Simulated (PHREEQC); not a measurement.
Acid rinse or clean (model solution)

Solution (25 °C): 0.14 mol/kgw H2SO4, 0.18 mol/kgw FeCl3, 0.26 mol/kgw KCl and 0.0038 mol/kgw NaOH. Closed to the air; pH follows from the charge balance.

Model: ion-association model, phreeqc.dat, run in PHREEQC.

This is a speciation only: nothing precipitates in the calculation.

Predict the pH, ionic strength, activity of water.

pH 0.83; ionic strength 0.903 mol/kgw; activity of water 0.977.

In which forms is Cl present?

Cl- 84 %, FeCl+2 8.1 %, FeCl2+ 8.0 % of the Cl.

Examples of supersaturated solids here: Hematite (slow to form), Goethite (slow to form). Others may be too. The ionic strength is past about 0.7 mol/kgw, beyond the range of this activity model, so the values are rough. Complexes and solids missing from the database can't appear.
